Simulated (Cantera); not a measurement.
A perfectly stirred reactor is fed with H₂ : O₂ : N₂ = 0.037 : 1 : 3.5 (molar parts), at 2670 Pa; it is held at 923 K, and followed from long to short residence time.

Model: the H2/O2 subset of GRI-Mech 3.0, which has no nitrogen chemistry, integrated in Cantera. Radical loss at walls, strong at low pressure, is not modelled. Below about 950 K walls govern HO2 and H2O2 in real vessels.

One state of this run: x H₂ = 0.00447; x O₂ = 0.218; x H₂O₂ = 1.00e-7; x H₂O = 0.00313; x HO₂ = 3.49e-6; x O = 0.000933; x OH = 0.000301. x: mole fraction; the columns are a selection and need not sum to one.

Q: Which value of τ (s) does it belong to?
A) 0.0060
B) 0.14
C) 0.66
D) 0.029

A: A, 0.0060
